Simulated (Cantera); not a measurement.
# Sublimation and decomposition of ceramics: MgO + C + H2

Charge: 1 mol MgO, 0.046 mol C, 0.063 mol H2, equilibrated at 4.00 mbar.

These are equilibrium values from Cantera (NASA tables, ideal gas, pure condensed phases), not measurements of a reactor. Candidate condensed phases: C, C6H6, C7H8, C8H18, H2O, Mg, MgCO3, MgO, Mg(OH)2; 116 gas species. The tables' values for MgH are old estimates; treat these amounts as uncertain. Equilibrium is a limit: real reactors are often held back by kinetics, nucleation or transport.

From 1475 °C to 2275 °C the condensed part is MgO(s). From 2375 °C to 2675 °C nothing is condensed. The main Mg-bearing gas is Mg throughout.

| T (°C) | log p Mg | log p H2 | log p O | log p CO | log p O2 | log p H2O | log p H | log p CO2 | log p OH | log p MgO | n MgO(s) |
|---|---|---|---|---|---|---|---|---|---|---|---|
| 1475 | -2.93 | -2.79 | -12.31 | -2.93 | <-14 | -6.48 | -5.04 | -7.17 | -9.96 | -10.15 | 0.954 |
| 1575 | -2.93 | -2.79 | -10.72 | -2.93 | -13.99 | -5.71 | -4.67 | -6.45 | -8.72 | -9.09 | 0.954 |
| 1675 | -2.93 | -2.80 | -9.29 | -2.93 | -11.88 | -5.03 | -4.35 | -5.80 | -7.62 | -8.14 | 0.954 |
| 1775 | -2.92 | -2.82 | -8.01 | -2.94 | -9.99 | -4.43 | -4.06 | -5.22 | -6.63 | -7.28 | 0.952 |
| 1875 | -2.90 | -2.87 | -6.87 | -2.96 | -8.30 | -3.94 | -3.82 | -4.73 | -5.77 | -6.51 | 0.948 |
| 1975 | -2.86 | -2.98 | -5.85 | -3.00 | -6.82 | -3.57 | -3.62 | -4.33 | -5.04 | -5.80 | 0.939 |
| 2075 | -2.81 | -3.17 | -4.93 | -3.07 | -5.49 | -3.35 | -3.50 | -4.01 | -4.44 | -5.16 | 0.924 |
| 2175 | -2.76 | -3.49 | -4.09 | -3.21 | -4.28 | -3.30 | -3.45 | -3.79 | -3.96 | -4.57 | 0.895 |
| 2275 | -2.67 | -4.37 | -3.37 | -3.76 | -3.26 | -3.88 | -3.70 | -4.07 | -3.86 | -4.03 | 0.598 |
| 2375 | -2.66 | -5.00 | -3.14 | -4.10 | -3.20 | -4.67 | -3.83 | -4.59 | -4.12 | -4.04 | 0 |
| 2475 | -2.67 | -5.15 | -3.01 | -4.07 | -3.32 | -5.05 | -3.74 | -4.81 | -4.22 | -4.17 | 0 |
| 2575 | -2.69 | -5.35 | -2.92 | -4.06 | -3.47 | -5.50 | -3.69 | -5.06 | -4.37 | -4.30 | 0 |
| 2675 | -2.70 | -5.57 | -2.85 | -4.05 | -3.65 | -5.97 | -3.66 | -5.32 | -4.56 | -4.45 | 0 |
log p: log10 of the partial pressure in bar; n: condensed amount in mol.
